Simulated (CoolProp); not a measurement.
A simple Rankine cycle with methanol: condensing at 330.15 K, boiler at 1.84 MPa, turbine inlet 585.2 K, turbine efficiency 0.8, pump efficiency 0.7, no recuperator. Each further row changes one setting.

Computed with CoolProp (reference Helmholtz-energy equation of state, de Reuck 1993).

```json
[
 {"case": "as stated", "thermal efficiency (%)": "19.2", "net work (kJ/kg)": "302", "heat in (kJ/kg)": "1570", "turbine exit temperature (K)": "411.2", "volume ratio over the turbine": "17.9"},
 {"case": "turbine inlet 605.2 K", "thermal efficiency (%)": "19.5", "net work (kJ/kg)": "316", "heat in (kJ/kg)": "1620", "turbine exit temperature (K)": "430.0", "volume ratio over the turbine": "18.1"},
 {"case": "condensing temperature 322.15 K", "thermal efficiency (%)": "…", "net work (kJ/kg)": "…", "heat in (kJ/kg)": "1590", "turbine exit temperature (K)": "395.5", "volume ratio over the turbine": "24.3"},
 {"case": "boiler pressure 1.29 MPa", "thermal efficiency (%)": "17.6", "net work (kJ/kg)": "279", "heat in (kJ/kg)": "1580", "turbine exit temperature (K)": "…", "volume ratio over the turbine": "…"},
 {"case": "turbine efficiency 0.7", "thermal efficiency (%)": "…", "net work (kJ/kg)": "264", "heat in (kJ/kg)": "1570", "turbine exit temperature (K)": "…", "volume ratio over the turbine": "…"}
]
```

Q: What belongs in the gaps?

A: 
- condensing temperature 322.15 K, thermal efficiency (%): 20.5
- condensing temperature 322.15 K, net work (kJ/kg): 327
- boiler pressure 1.29 MPa, turbine exit temperature (K): 429.7
- boiler pressure 1.29 MPa, volume ratio over the turbine: 13.0
- turbine efficiency 0.7, thermal efficiency (%): 16.8
- turbine efficiency 0.7, turbine exit temperature (K): 433.6
- turbine efficiency 0.7, volume ratio over the turbine: 18.9
